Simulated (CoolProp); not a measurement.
The fluid at 339.15 K and 5.66 MPa expands adiabatically to 2.18 MPa with isentropic efficiency 0.85. The same conditions are run with several fluids, on thermodynamics alone (safety and materials aside).

Computed with CoolProp (reference Helmholtz-energy equation of state of each fluid (carbon dioxide: Span 1996; hydrogen chloride: Thol 2018; nitrous oxide: Lemmon 2006; CH3F (R41): Lemmon 2006)).

```
fluid              work (kJ/kg)  final temperature (K)                       final phase  final density (kg/m³)
-----------------  ------------  ---------------------  --------------------------------  ---------------------
carbon dioxide                …                  273.8                               gas                   50.5
hydrogen chloride             …                  266.7  two-phase, vapour fraction 0.992                   46.6
nitrous oxide              36.5                  274.1                               gas                   51.2
CH3F (R41)                    …                  275.6                                 …                      …
```

**Question.** Complete the blanks.

**Answer.** 
- carbon dioxide, work (kJ/kg): 37.4
- hydrogen chloride, work (kJ/kg): 41.1
- CH3F (R41), work (kJ/kg): 39.4
- CH3F (R41), final phase: two-phase, vapour fraction 0.982
- CH3F (R41), final density (kg/m³): 46.7
